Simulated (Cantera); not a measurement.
Gas mixture: O2 = 0.12 (molar parts), at 12000 Pa, frozen composition.

Cantera's kinetic-theory transport with the Lennard-Jones parameters of GRI-Mech 3.0, ideal gas; thermal conductivity in the multicomponent form.

One state of this run: ρ (kg/m³) = 0.0924; cp (J/kg/K) = 971.4; μ (µPa s) = 30.0; λ (mW/m/K) = 41.1; Pr = 0.711; D (cm²/s) NO = 4.20; D (cm²/s) H2 = 16.2; D (cm²/s) CH3 = 4.71. D: mixture-averaged diffusion coefficient of that species in the mixture.

### Question
Which value of T (K) does it belong to?
(A) 600
(B) 800
(C) 500
(D) 1000

### Answer
C, 500
